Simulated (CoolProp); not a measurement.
R1233zd(E) along the isobar 4180 kPa: Z from the reference equation and from simpler models built on Tc = 438.9 K, pc = 3583 kPa, ω = 0.304; each cubic takes its own stable root.

Computed with CoolProp (reference Helmholtz-energy equation of state, Akasaka 2022).

| T (K) | phase | reference |
|---|---|---|
| 327.5 | liquid | 0.1664 |
| 336.2 | liquid | 0.1651 |
| 345 | liquid | 0.1642 |
| 353.7 | liquid | 0.1635 |
| 362.5 | liquid | 0.1632 |
| 371.2 | liquid | 0.1633 |
| 380 | liquid | 0.1638 |
| 388.7 | liquid | 0.1649 |
| 397.5 | liquid | 0.1666 |
| 406.2 | liquid | 0.1693 |
| 415 | liquid | 0.1732 |
| 423.7 | liquid | 0.1792 |
| 432.5 | liquid | 0.1894 |
| 441.2 | supercritical | 0.2113 |
| 450 | supercritical | 0.3435 |

Question: How far does each simpler model (van der Waals, Redlich-Kwong, Soave-Redlich-Kwong, Peng-Robinson) lie from the reference over these 15 states: mean and median of the absolute difference, and the worst?

Answer: 
- van der Waals: mean 56.0 %, median 61.3 %, worst +64.3 % at 327.5 K and 4180 kPa
- Redlich-Kwong: mean 19.0 %, median 19.2 %, worst +25.8 % at 432.5 K and 4180 kPa
- Soave-Redlich-Kwong: mean 15.7 %, median 14.0 %, worst +26.9 % at 441.2 K and 4180 kPa
- Peng-Robinson: mean 4.1 %, median 1.7 %, worst +15.4 % at 441.2 K and 4180 kPa
